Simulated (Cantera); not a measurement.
A perfectly stirred reactor is fed with 28.2 % C2H6, 67.8 % N2, 3.95 % H2O, at 0.000168 atm; it is held at 1675 K, and followed from long to short residence time.

Detailed kinetics in Cantera: GRI-Mech 3.0 (53 species, 325 reactions). GRI-Mech 3.0 stops at C3 and has no aromatics, soot or wall deposition, so with more carbon than oxygen in the feed, carbon stays in small species such as C2H2 where larger ones or solid carbon would form. Radical loss at walls, strong at low pressure, is not modelled.

Q: Predict: x(C2H6) at τ = 4.10 s; x(CH2) at τ = 4.10 s; x(H) at τ = 4.10 s; x(H2) at τ = 4.10 s; x(C2H) at τ = 4.10 s; x(C2H6) at τ = 25.0 ms; x(CH2) at τ = 25.0 ms; x(H) at τ = 25.0 ms; x(H2) at τ = 25.0 ms; x(C2H) at τ = 25.0 ms.

A: 
```
Quantity                  Result
----------------------  --------
x(C2H6) at τ = 4.10 s   0.000808
x(CH2) at τ = 4.10 s     1.94e-5
x(H) at τ = 4.10 s       0.00204
x(H2) at τ = 4.10 s        0.296
x(C2H) at τ = 4.10 s     5.31e-6
x(C2H6) at τ = 25.0 ms    0.0946
x(CH2) at τ = 25.0 ms    9.23e-5
x(H) at τ = 25.0 ms      0.00179
x(H2) at τ = 25.0 ms      0.0839
x(C2H) at τ = 25.0 ms    1.75e-6
```
